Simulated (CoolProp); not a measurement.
Vapour-liquid equilibrium of propane (1) + toluene (2) at 0.142 MPa; x and y are mole fractions of (1).

Values from CoolProp's multi-fluid Helmholtz-energy mixture model, Lemmon 2009 and Lemmon 2006; pair parameters Bell 2016.

```
x      bubble temperature, mixture model (K)  bubble temperature, Raoult's law (K)  y, mixture model  y, Raoult's law
-----  -------------------------------------  ------------------------------------  ----------------  ---------------
0.05                                   323.3                                 339.2             0.912            0.843
0.125                                  282.7                                 303.9             0.989            0.969
0.2                                    267.1                                 286.6             0.996            0.989
0.275                                  258.9                                 275.8             0.998            0.995
0.35                                   254.0                                 268.0             0.999            0.997
0.425                                  250.8                                 262.1             0.999            0.998
0.5                                    248.6                                 257.4             0.999            0.999
0.575                                  247.0                                 253.4             0.999            0.999
0.65                                   245.6                                 250.0             0.999            1.000
0.725                                  244.4                                 247.1             1.000            1.000
0.8                                    243.2                                 244.6             1.000            1.000
0.875                                  241.8                                 242.3             1.000            1.000
0.95                                   240.2                                 240.2             1.000            1.000
```

The largest gap from Raoult's law is -21.2 K in bubble temperature, at x = 0.125. No azeotrope shows between x = 0.05 and 0.95.

The pair parameters rest on a limited set of measurements; away from them the model extrapolates. With so large a gap from Raoult's law the liquid may split in two, which this calculation doesn't test in full.
